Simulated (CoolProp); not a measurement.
Properties of dodecamethylpentasiloxane (MD3M) along the isobar 0.301 MPa.

Computed with CoolProp (reference Helmholtz-energy equation of state, Thol 2019).

```
T (K)   phase  cp (kJ/(kg K))  fugacity coefficient
-----  ------  --------------  --------------------
422.4  liquid           1.982               0.03334
436.5  liquid           2.011               0.05401
450.6  liquid           2.041               0.08375
464.7  liquid           2.071                0.1249
478.8  liquid           2.102                0.1798
492.9  liquid           2.133                0.2507
507.1  liquid           2.166                0.3403
521.2  liquid           2.201                0.4488
535.3  liquid           2.238                0.5779
549.4  liquid           2.281                0.7276
563.5     gas           2.093                0.8209
577.6     gas           2.101                0.8389
591.8     gas           2.115                0.8547
605.9     gas           2.131                0.8684
620       gas           2.149                0.8806
```
